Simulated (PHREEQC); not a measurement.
# Reverse-osmosis permeate

Model water analysis in mmol/kgw, 25 °C, pH 6.77, pe 10: Na 0.129; K 0.0283; Ca 0.37; Mg 0.0264; Cl 0.221; S(6) 0.108; Alkalinity (meq/kgw) 0.516; Ni 0.000109; N(5) 0.000117; Cd 0.000703; Si 0.00019.

Valence states are taken as typed.

Computed with PHREEQC (ion-association model, wateq4f.dat).

This is a speciation only: nothing precipitates in the calculation.

**Question.** What charge-balance error does the model give?

**Answer.** charge-balance error -0.1 %.

**Question.** In which forms is Cd present?

**Answer.** Cd+2 95 %, CdSO4 2.0 %, CdCl+ 1.7 %, CdHCO3+ 1.3 % of the Cd.

Species that the database lacks are ignored. The database's nickel carbonate constants are estimates that later reviews lower a good deal.
